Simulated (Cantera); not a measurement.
## Diamond growth

A diamond (100) surface in a fixed gas of H2 with x(CH4) = 0.014, x(CH3) = 4.2e-05, at 1223 K, 18.0 Torr; coverages are run to steady state.

Computed with Cantera and the Harris–Goodwin 1993 mechanism for the reconstructed diamond (100) surface.

| x(H) | growth (µm/h) | θ c6HH | θ c6H* | θ c6*H | θ c6** | θ c6HM |
|---|---|---|---|---|---|---|
| 0.0001 | 0.0101 | 0.625 | 0.0278 | 0.341 | 0.00493 | 0.000108 |
| 0.00023 | 0.0281 | 0.534 | 0.0343 | 0.420 | 0.0110 | 0.000147 |
| 0.00051 | 0.0552 | 0.479 | 0.0378 | 0.464 | 0.0184 | 0.000180 |
| 0.0011 | 0.0884 | 0.450 | 0.0396 | 0.485 | 0.0249 | 0.000204 |
| 0.0026 | 0.139 | 0.434 | 0.0404 | 0.495 | 0.0299 | 0.000214 |
| 0.0058 | 0.216 | 0.427 | 0.0408 | 0.499 | 0.0325 | 0.000208 |
| 0.013 | 0.346 | 0.424 | 0.0410 | 0.501 | 0.0338 | 0.000184 |
| 0.03 | 0.546 | 0.423 | 0.0411 | 0.502 | 0.0344 | 0.000142 |
| 0.067 | 0.765 | 0.422 | 0.0413 | 0.502 | 0.0347 | 9.38e-5 |
θ: site fractions in the mechanism's names (c6HH fully hydrogenated, c6H* and c6*H radical sites, c6** diradical, c6HM methylated).
